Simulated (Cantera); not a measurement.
Input: 1 mol PbO, 4 mol H₂, at 0.0400 bar.

Cantera equilibrium calculation (NASA polynomials, part measured and part estimated; ideal gas, pure solids and liquids). Candidate condensed phases: H₂O, Pb, PbO, PbO₂, Pb₃O₄; 12 gas species. Rates play no part.

**Question.** Which condensed phases are stable at each of these points (T (K)): 623, 698, 773, 848, 923, 998, 1073, 1148, 1223, 1298, 1373, 1448, 1523?

**Answer.** 
```
T (K)  condensed phases  Pb condensed (%)
-----  ----------------  ----------------
623               Pb(l)             100.0
698               Pb(l)             100.0
773               Pb(l)             100.0
848               Pb(l)             100.0
923               Pb(l)             100.0
998               Pb(l)              99.8
1073              Pb(l)              99.3
1148              Pb(l)              97.2
1223              Pb(l)              90.7
1298              Pb(l)              72.7
1373              Pb(l)              23.6
1448           gas only               0.0
1523           gas only               0.0
```

From 623 K to 1373 K the condensed part is Pb(l). From 1448 K to 1523 K nothing is condensed.
